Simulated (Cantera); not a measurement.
What does this Cantera script print?

```python
import numpy as np
import cantera as ct

gas_names = """
    AL ALF ALF2 ALF3 ALH ALN AL2 AL2F6 F F2 H HF H2 H2F2 H3F3 H4F4 H5F5 H6F6 H7F7 N NF NF2 NF3 NH NH2
    NH3 N2 N2H2 N2H4
""".split()
cond_names = """
    AL(cr) AL(L) ALF3(a) ALF3(b) ALF3(L) ALN(s)
""".split()


# ... load() reads the species with a 1 bar reference pressure and builds the phases ...
atoms = {
    'AlN': {'AL': 1, 'N': 1},
    'HF': {'H': 1, 'F': 1},
    'N2': {'N': 2},
}
top_T = {'ALN(s)': 2750}  # K; cautious upper limits of use, not melting points


# ... equilibrate(T, P, feed) seeds the gas with the atoms and calls Mixture.equilibrate('TP', solver="vcs", rtol=1e-11, max_steps=5000) ...
results = []
feed = {'AlN': 1, 'HF': 2.4, 'N2': 41}  # mol
P = 9400  # Pa
for T in [1375, 1400, 1425, 1450, 1475, 1500, 1525, 1550, 1575, 1600]:
    mix = equilibrate(T, P, feed)
    results.append((T, P, feed, dict(zip(mix.species_names, mix.species_moles))))
    x = sorted(zip(gas.X, gas.species_names), reverse=True)
    print(f"T = {T:g} K  P = {P:g} Pa  gas = {mix.phase_moles(0):.4g} mol")
    print("   x: " + "  ".join(f"{s} {v:.3e}" for v, s in x if v > 1e-06))
    print("   condensed (mol): " + ("  ".join(f"{mix.phase(i).name} {mix.phase_moles(i):.4g}"
          for i in range(1, mix.n_phases) if mix.phase_moles(i) > 1e-12) or "none"))
```

Result:

```
T = 1375 K  P = 9400 Pa  gas = 43.41 mol
   x: N2 9.536e-01  H2 2.687e-02  ALF3 1.767e-02  HF 1.541e-03  ALF2 2.383e-04  ALF 9.694e-05  AL2F6 2.982e-05  H 1.832e-06
   condensed (mol): ALN(s) 0.216
T = 1400 K  P = 9400 Pa  gas = 43.41 mol
   x: N2 9.535e-01  H2 2.684e-02  ALF3 1.758e-02  HF 1.596e-03  ALF2 3.300e-04  ALF 1.644e-04  AL2F6 2.164e-05  H 2.599e-06
   condensed (mol): ALN(s) 0.2136
T = 1425 K  P = 9400 Pa  gas = 43.42 mol
   x: N2 9.533e-01  H2 2.681e-02  ALF3 1.745e-02  HF 1.649e-03  ALF2 4.510e-04  ALF 2.735e-04  AL2F6 1.582e-05  H 3.643e-06
   condensed (mol): ALN(s) 0.2094
T = 1450 K  P = 9400 Pa  gas = 43.43 mol
   x: N2 9.532e-01  H2 2.678e-02  ALF3 1.728e-02  HF 1.700e-03  ALF2 6.082e-04  ALF 4.463e-04  AL2F6 1.162e-05  H 5.048e-06
   condensed (mol): ALN(s) 0.2029
T = 1475 K  P = 9400 Pa  gas = 43.45 mol
   x: N2 9.529e-01  H2 2.674e-02  ALF3 1.703e-02  HF 1.748e-03  ALF2 8.095e-04  ALF 7.151e-04  AL2F6 8.562e-06  H 6.918e-06
   condensed (mol): ALN(s) 0.1929
T = 1500 K  P = 9400 Pa  gas = 43.47 mol
   x: N2 9.526e-01  H2 2.670e-02  ALF3 1.671e-02  HF 1.792e-03  ALF 1.125e-03  ALF2 1.063e-03  H 9.382e-06  AL2F6 6.301e-06
   condensed (mol): ALN(s) 0.178
T = 1525 K  P = 9400 Pa  gas = 43.51 mol
   x: N2 9.521e-01  H2 2.666e-02  ALF3 1.627e-02  HF 1.831e-03  ALF 1.739e-03  ALF2 1.376e-03  H 1.260e-05  AL2F6 4.614e-06
   condensed (mol): ALN(s) 0.1562
T = 1550 K  P = 9400 Pa  gas = 43.55 mol
   x: N2 9.514e-01  H2 2.661e-02  ALF3 1.569e-02  ALF 2.641e-03  HF 1.863e-03  ALF2 1.753e-03  H 1.676e-05  AL2F6 3.343e-06
   condensed (mol): ALN(s) 0.1249
T = 1575 K  P = 9400 Pa  gas = 43.62 mol
   x: N2 9.505e-01  H2 2.656e-02  ALF3 1.493e-02  ALF 3.937e-03  ALF2 2.194e-03  HF 1.884e-03  H 2.209e-05  AL2F6 2.378e-06
   condensed (mol): ALN(s) 0.081
T = 1600 K  P = 9400 Pa  gas = 43.71 mol
   x: N2 9.492e-01  H2 2.649e-02  ALF3 1.395e-02  ALF 5.757e-03  ALF2 2.692e-03  HF 1.892e-03  H 2.886e-05  AL2F6 1.645e-06
   condensed (mol): ALN(s) 0.02057
```

Equilibrium computed with Cantera from the NASA thermochemical tables; the gas is ideal and each condensed phase is pure. The tables' values for AlF2 are old estimates; treat these amounts as uncertain.
